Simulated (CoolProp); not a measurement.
Properties of toluene along the isotherm 620 K.

Values from CoolProp's reference Helmholtz-energy equation of state, Lemmon 2006. It is a short technical equation, of lower accuracy than the large ones.

```csv
p (MPa),phase,density (kg/m³),cp (kJ/(kg K)),isothermal compressibility (1/MPa),viscosity (µPa s),Prandtl number,fugacity coefficient
1.29,gas,25.74,2.265,0.8710,14.4,0.742,0.9037
2.58,gas,59.41,2.427,0.5176,15.0,0.800,0.8113
3.87,gas,109.7,2.838,0.4623,16.4,0.925,0.7216
5.16,supercritical,217.4,4.928,0.6800,22.0,1.62,0.6323
6.45,supercritical,392.9,3.934,0.1596,42.9,2.20,0.5448
7.74,supercritical,445.0,3.255,0.06201,52.9,2.19,0.4795
9.03,supercritical,473.5,3.040,0.03803,59.3,2.25,0.4321
10.3,supercritical,493.3,2.930,0.02752,64.2,2.31,0.3970
```

The peak of cp marks the crossing from liquid-like to gas-like fluid above the critical point.

Viscosity comes from a separate model (Avgeri 2015). Thermal conductivity comes from a separate model (Assael 2012).
